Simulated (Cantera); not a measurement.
Thermodynamics of fluorocarbon and chlorocarbon gases, feed CH2F2 + F2 + H2 + HCl

Feed: 1 mol CH2F2, 0.82 mol F2, 6.7 mol H2, 0.097 mol HCl, at 480 Torr.

These are equilibrium values from Cantera (NASA tables, ideal gas, pure condensed phases), not measurements of a reactor. Candidate condensed phases: C, C6H6, C7H8, C8H18; 118 gas species. Rates play no part.

```csv
T (K),log p H2,log p HF,log p H,log p C2H2 (acetylene),log p HCl,log p C2H,log p C3,n C(graphite)
1698,-0.41,-0.62,-4.04,-4.55,-2.19,-10.44,<-12,0.997
1848,-0.41,-0.62,-3.48,-4.00,-2.19,-9.04,<-12,0.995
1998,-0.41,-0.62,-3.00,-3.53,-2.19,-7.85,-10.58,0.990
2148,-0.41,-0.62,-2.59,-3.13,-2.19,-6.83,-9.09,0.977
2298,-0.41,-0.62,-2.23,-2.78,-2.20,-5.94,-7.79,0.949
2448,-0.42,-0.62,-1.91,-2.49,-2.20,-5.17,-6.66,0.899
2598,-0.44,-0.62,-1.64,-2.23,-2.22,-4.49,-5.67,0.815
2748,-0.46,-0.63,-1.40,-2.01,-2.24,-3.89,-4.78,0.684
2898,-0.49,-0.64,-1.19,-1.83,-2.27,-3.36,-4.00,0.490
3048,-0.54,-0.65,-1.01,-1.68,-2.32,-2.89,-3.29,0.206
3198,-0.60,-0.67,-0.85,-1.66,-2.38,-2.57,-2.79,0
```
log p: log10 of the partial pressure in bar; n: condensed amount in mol.

From 1698 K to 3048 K the condensed part is C(graphite). At 3198 K nothing is condensed. The main C-bearing gas is CH4 at 1698 K and C2H2 (acetylene) at 3198 K. The share of C in condensed phases is highest at 1698 K (99.7 %) and lowest at 3198 K (0.0 %).
